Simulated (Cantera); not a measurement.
Input: 1 mol CCl4, 0.052 mol Si, equilibrated at 180 Torr.

Equilibrium computed with Cantera from the NASA thermochemical tables; the gas is ideal and each condensed phase is pure. Candidate condensed phases: C, Si, SiC; 24 gas species. Gases not in the tables: chlorinated aromatics. Equilibrium is a limit: real reactors are often held back by kinetics, nucleation or transport. All values below are at 475 °C.

Base state: Cl2 0.918, CCl4 0.0542, SiCl4 0.0281 (mole fractions); condensed: C(graphite).

Q: What changes in the equilibrium state with this change: CCl4 replaced by c-C4F8?

A: 
```tsv
species	before	after
CF4	0	0.974
SiF4	0	0.0260
Cl2	0.918	0
CCl4	0.0542	0
SiCl4	0.0281	0
C(graphite), mol	0.900	2.05
```
The feed counts by its element totals alone. Condensed phases not in the tables: fluorocarbon polymer. Gases not in the tables: C2F6 and larger saturated fluorocarbons.
